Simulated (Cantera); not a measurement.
What does this Cantera script print?

```python
import numpy as np
import cantera as ct

gas = ct.Solution("h2o2.yaml")
gas.TPX = 800, 76000, {'H2': 1.6, 'O2': 1, 'N2': 0.89}
reactor = ct.IdealGasConstPressureReactor(gas, energy="off", clone=False)
net = ct.ReactorNet([reactor])
net.rtol, net.atol = 1e-08, 1e-18
show = ['H2', 'O2', 'OH', 'H2O2', 'H']
times = np.geomspace(0.0005, 90, 12)

steps = ct.SolutionArray(gas, extra=["t"])
rows = []
print(f"{'t/s':>10s}{'T/K':>9s}{'P/Pa':>11s}" + "".join(f"{s:>11s}" for s in show))
for t in times:
    while net.time < t:
        t_next = net.step()
        steps.append(gas.state, t=t_next)
    rows.append([np.interp(t, steps.t, y) for y in (steps.T, steps.P, *steps(*show).X.T)])
    print(f"{t:10.3e}{rows[-1][0]:9.1f}{rows[-1][1]:11.4g}" + "".join(f"{x:11.3e}" for x in rows[-1][2:]))
rate = np.gradient(steps.T, steps.t)
print("integrator steps:", len(steps.t))
if steps.T.max() > steps.T[0] + 200:
    print(f"time of steepest temperature rise: {steps.t[rate.argmax()]:.4e} s")
gas.TPX = 800, 76000, {'H2': 1.6, 'O2': 1, 'N2': 0.89}
gas.equilibrate("TP")
print(f"equilibrium (TP): T = {gas.T:.1f} K  " + "  ".join(f"{s} {gas[s].X[0]:.3e}" for s in show))
```

Result:

```
       t/s      T/K       P/Pa         H2         O2         OH       H2O2          H
 5.000e-04    800.0    7.6e+04  4.585e-01  2.865e-01  4.659e-15  2.759e-13  3.401e-13
 1.502e-03    800.0    7.6e+04  4.585e-01  2.865e-01  4.792e-15  2.530e-12  3.498e-13
 4.513e-03    800.0    7.6e+04  4.585e-01  2.865e-01  5.197e-15  2.255e-11  3.790e-13
 1.356e-02    800.0    7.6e+04  4.585e-01  2.865e-01  6.471e-15  2.040e-10  4.686e-13
 4.074e-02    800.0    7.6e+04  4.585e-01  2.865e-01  1.082e-14  1.881e-09  7.548e-13
 1.224e-01    800.0    7.6e+04  4.585e-01  2.865e-01  2.929e-14  1.823e-08  1.799e-12
 3.677e-01    800.0    7.6e+04  4.585e-01  2.865e-01  1.578e-13  2.170e-07  7.470e-12
 1.105e+00    800.0    7.6e+04  4.584e-01  2.865e-01  1.619e-12  3.767e-06  4.737e-11
 3.319e+00    800.0    7.6e+04  4.584e-01  2.865e-01  1.572e-11  4.611e-05  2.726e-10
 9.971e+00    800.0    7.6e+04  4.569e-01  2.856e-01  1.623e-10  4.911e-04  2.051e-09
 2.996e+01    800.0    7.6e+04  4.295e-01  2.722e-01  7.817e-10  2.073e-03  6.470e-09
 9.000e+01    800.0    7.6e+04  2.939e-01  2.095e-01  1.269e-09  1.902e-03  4.467e-09
integrator steps: 679
equilibrium (TP): T = 800.0 K  H2 1.305e-13  O2 7.435e-02  OH 1.763e-09  H2O2 1.640e-11  H 1.208e-18
```

Detailed kinetics in Cantera: the H2/O2 subset of GRI-Mech 3.0, which has no nitrogen chemistry. Below about 950 K walls govern HO2 and H2O2 in real vessels. The temperature is held fixed by assumption; the heat of reaction is taken as removed at once.
